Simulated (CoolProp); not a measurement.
Vapour-liquid equilibrium of R22 (1) + R142b (2) at 51.45 °C; x and y are mole fractions of (1).

The numbers come from the multi-fluid Helmholtz-energy mixture model, Kamei 1995 and Lemmon 2006; pair parameters Bell 2016 in CoolProp.

| x | bubble pressure, mixture model (bar) | bubble pressure, Raoult's law (bar) | y, mixture model | y, Raoult's law |
|---|---|---|---|---|
| 0.05 | 7.642 | 7.733 | 0.107 | 0.130 |
| 0.125 | 8.472 | 8.708 | 0.242 | 0.288 |
| 0.2 | 9.303 | 9.683 | 0.355 | 0.415 |
| 0.275 | 10.14 | 10.66 | ? | 0.518 |
| 0.35 | 11.01 | 11.63 | 0.538 | 0.604 |
| 0.425 | ? | 12.61 | ? | 0.677 |
| 0.5 | 12.82 | 13.58 | 0.682 | 0.739 |
| 0.575 | 13.78 | 14.56 | 0.743 | 0.793 |
| 0.65 | 14.78 | 15.53 | ? | 0.840 |
| 0.725 | 15.83 | 16.51 | 0.850 | 0.882 |
| 0.8 | 16.93 | 17.48 | ? | 0.919 |
| 0.875 | 18.07 | 18.46 | 0.938 | 0.952 |
| 0.95 | 19.26 | 19.43 | 0.977 | 0.982 |

**Question.** Fill in the missing entries.

**Answer.** 
- 0.275, y, mixture model: 0.452
- 0.425, bubble pressure, mixture model (bar): 11.89
- 0.425, y, mixture model: 0.614
- 0.65, y, mixture model: 0.799
- 0.8, y, mixture model: 0.896

The largest gap from Raoult's law is -5.7 % in bubble pressure, at x = 0.425. No azeotrope shows between x = 0.05 and 0.95.

The pair parameters rest on a limited set of measurements; away from them the model extrapolates.
